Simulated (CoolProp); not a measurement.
A single-stage vapour-compression cycle with the fluid: evaporating at 323.15 K (dew point), condensing at 377.15 K (bubble point), superheat 2 K, subcooling 0 K, compressor efficiency 0.9, no pressure losses. The same conditions are run with several fluids, on thermodynamics alone (safety and materials aside).

Values from CoolProp's reference Helmholtz-energy equation of state of each fluid (n-perfluorobutane: Gao 2022; R245ca: Zhou 2016; isobutane: Bücker 2006; the fluoroketone C6F12O (FK-5-1-12): McLinden 2015; c-C4F8 (RC318): Platzer 1990; R1233zd(E): Akasaka 2022). The equations of Platzer and Polt are older, rougher fits.

```
fluid                                cooling COP  pressure ratio  discharge temperature (K)  refrigerating effect (kJ/kg)  volumetric capacity (kJ/m³)
-----------------------------------  -----------  --------------  -------------------------  ----------------------------  ---------------------------
n-perfluorobutane                          0.791             ___                      377.1                          8.01                          468
R245ca                                      3.79            4.23                      377.2                           111                         1430
isobutane                                    ___            3.12                      377.1                           ___                         2540
the fluoroketone C6F12O (FK-5-1-12)         2.34            4.71                      377.1                          26.9                          352
c-C4F8 (RC318)                              1.69             ___                      377.2                          21.9                         1260
R1233zd(E)                                  3.85             ___                      377.2                           ___                         1670
```

Task: Fill in the missing entries.

Result: 
- n-perfluorobutane, pressure ratio: 3.46
- isobutane, cooling COP: 3.13
- isobutane, refrigerating effect (kJ/kg): 146
- c-C4F8 (RC318), pressure ratio: 3.43
- R1233zd(E), pressure ratio: 3.87
- R1233zd(E), refrigerating effect (kJ/kg): 108

The compression ends wet for: n-perfluorobutane; R245ca; isobutane; the fluoroketone C6F12O (FK-5-1-12); c-C4F8 (RC318); R1233zd(E).
